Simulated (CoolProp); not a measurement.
Vapour-liquid equilibrium of o-xylene (1) + n-decane (2) at 0.101 bar; x and y are mole fractions of (1).

Computed with CoolProp (multi-fluid Helmholtz-energy mixture model, Zhou 2012 and Lemmon 2006; pair parameters Bell 2016).

Task: Give the bubble temperature and the first vapour's composition at x = 0.575, 0.8, 0.95. Is there an azeotrope?

Result: x = 0.575: 355.9 K, y = 0.804; x = 0.8: 351.1 K, y = 0.925; x = 0.95: 348.3 K, y = 0.983. No azeotrope shows between x = 0.05 and 0.95.

Pair parameters are fitted to limited data, so mixtures are less certain than the pure fluids.
